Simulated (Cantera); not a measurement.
Feed: 1 mol B, 0.48 mol NH3, 0.006 mol HCl, equilibrated at 0.00170 bar.

Cantera equilibrium calculation (NASA polynomials, part measured and part estimated; ideal gas, pure solids and liquids). Candidate condensed phases: B, BN, NH4Cl; 21 gas species. Mutual solubility and eutectic melting of coexisting phases are not modelled. Kinetics and transport are ignored.

Problem. Which condensed phases are stable at each of these points (T (°C)): 1050, 1150, 1250, 1350, 1450, 1550, 1650, 1750, 1850?

Solution. 
```json
[
 {"T (°C)": "1050", "condensed phases": "B(s) + BN(s)", "B condensed (%)": "100.0"},
 {"T (°C)": "1150", "condensed phases": "B(s) + BN(s)", "B condensed (%)": "100.0"},
 {"T (°C)": "1250", "condensed phases": "B(s) + BN(s)", "B condensed (%)": "100.0"},
 {"T (°C)": "1350", "condensed phases": "B(s) + BN(s)", "B condensed (%)": "100.0"},
 {"T (°C)": "1450", "condensed phases": "B(s) + BN(s)", "B condensed (%)": "100.0"},
 {"T (°C)": "1550", "condensed phases": "B(s) + BN(s)", "B condensed (%)": "99.9"},
 {"T (°C)": "1650", "condensed phases": "B(s) + BN(s)", "B condensed (%)": "99.8"},
 {"T (°C)": "1750", "condensed phases": "B(s) + BN(s)", "B condensed (%)": "99.7"},
 {"T (°C)": "1850", "condensed phases": "B(s)", "B condensed (%)": "99.5"}
]
```

From 1050 °C to 1750 °C the condensed part is B(s) + BN(s). At 1850 °C the condensed part is B(s).
